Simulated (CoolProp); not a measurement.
Carbon monoxide at 233.4 K and 1.71 MPa is throttled through a valve to 0.61 MPa with no heat exchange. Each further row changes one setting.

Model: reference Helmholtz-energy equation of state, Lemmon 2006, in CoolProp. It is a short technical equation, of lower accuracy than the large ones.

```json
[
 {"case": "as stated", "temperature change (K)": "…", "final density (kg/m³)": "…"},
 {"case": "outlet pressure 0.183 MPa", "temperature change (K)": "-6.2", "final density (kg/m³)": "…"},
 {"case": "outlet pressure 0.793 MPa", "temperature change (K)": "-3.6", "final density (kg/m³)": "…"}
]
```

Some entries are withheld; supply them.


- as stated, temperature change (K): -4.4
- as stated, final density (kg/m³): 9.06
- outlet pressure 0.183 MPa, final density (kg/m³): 2.72
- outlet pressure 0.793 MPa, final density (kg/m³): 11.8
